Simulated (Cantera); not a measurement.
# Ammonia decomposition in nitride growth gas

A perfectly stirred reactor is fed with NH₃ : N₂ = 1 : 0.66 (molar parts), at 100.0 Torr; it is held at 1823 K, and followed from long to short residence time.

Model: the gas-phase N/H chemistry of the illustrative SiF4/NH3 mechanism in the Surface Chemkin manual (1991), integrated in Cantera. Walls and surfaces, which speed up NH3 decomposition in real reactors, are not modelled.

```
τ (s)    x NH₃     x NH₂     x H₂   x N₂H₂     x NH       x H
------  ------  --------  -------  -------  -------  --------
11      0.0752   9.84e-5    0.493  1.44e-7  2.14e-6  0.000239
3.7      0.167  0.000170    0.408  3.91e-7  2.83e-6  0.000154
1.3      0.303  0.000256    0.280  8.54e-7  3.38e-6   8.77e-5
0.47     0.440  0.000333    0.152  1.43e-6  3.60e-6   4.29e-5
0.17     0.531  0.000389   0.0669  1.87e-6  3.38e-6   1.84e-5
0.059    0.576  0.000425   0.0248  2.06e-6  2.85e-6   7.02e-6
0.021    0.593  0.000436  0.00866  2.03e-6  2.32e-6   2.61e-6
0.0075   0.599  0.000412  0.00276  1.73e-6  1.87e-6   9.29e-7
```
x: mole fraction; the columns are a selection and need not sum to one.
